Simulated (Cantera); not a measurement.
A closed system holds: 1 mol TiO2, 29 mol HCl, equilibrated at 14.0 mbar.

These are equilibrium values from Cantera (NASA tables, ideal gas, pure condensed phases), not measurements of a reactor. Candidate condensed phases: H2O, Ti, TiCl2, TiCl3, TiCl4, TiO, TiO2, Ti2O3, Ti3O5, Ti4O7; 23 gas species. The tables' values for TiCl2 are old estimates; treat these amounts as uncertain. Equilibrium is a limit: real reactors are often held back by kinetics, nucleation or transport.

x: gas mole fraction; n: condensed amount in mol.

```
T (K)  x HCl      x Cl      x H2    x H2O  x TiCl3  n TiO2(rutile)
-----  -----  --------  --------  -------  -------  --------------
1348   0.995  0.000797  0.000414  0.00218      [?]           0.968
1423   0.994   0.00161  0.000809  0.00240      [?]           0.965
1498   0.992   0.00302   0.00148  0.00263      [?]           0.962
1573   0.988   0.00532   0.00257  0.00289      [?]           0.958
1648   0.982   0.00890   0.00424  0.00323      [?]           0.952
1723   0.973    0.0142   0.00669  0.00367      [?]           0.945
1798   0.961    0.0217    0.0102  0.00423      [?]           0.935
1873   0.945    0.0320    0.0149  0.00492      [?]           0.922
```

**Question.** Fill in the missing entries.

**Answer.** 
- 1348, x TiCl3: 1.92e-5
- 1423, x TiCl3: 5.17e-5
- 1498, x TiCl3: 0.000123
- 1573, x TiCl3: 0.000261
- 1648, x TiCl3: 0.000489
- 1723, x TiCl3: 0.000813
- 1798, x TiCl3: 0.00121
- 1873, x TiCl3: 0.00163
